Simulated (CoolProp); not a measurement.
20 sccm (0 °C, 1 atm) of nitrogen bubbles through liquid 1,2-dichloroethane at 283.5 K and leaves saturated at a total pressure of 0.136 MPa (ideal gas phase). Each further row changes one setting.

Model: reference Helmholtz-energy equation of state, Thol 2015, in CoolProp.

```csv
case,vapour pressure (kPa),mole fraction of vapour,delivery (mg/min),delivery (sccm),change of delivery for a bath 1 K warmer (%)
as stated,5.01,___,___,___,___
bath temperature 288.5 K,6.51,___,4.44,___,5.6
total pressure 0.272 MPa,5.01,___,1.66,___,5.6
```

Q: Some entries are withheld; supply them.

A: 
- as stated, mole fraction of vapour: 0.0368
- as stated, delivery (mg/min): 3.37
- as stated, delivery (sccm): 0.764
- as stated, change of delivery for a bath 1 K warmer (%): 5.7
- bath temperature 288.5 K, mole fraction of vapour: 0.0479
- bath temperature 288.5 K, delivery (sccm): 1.01
- total pressure 0.272 MPa, mole fraction of vapour: 0.0184
- total pressure 0.272 MPa, delivery (sccm): 0.375
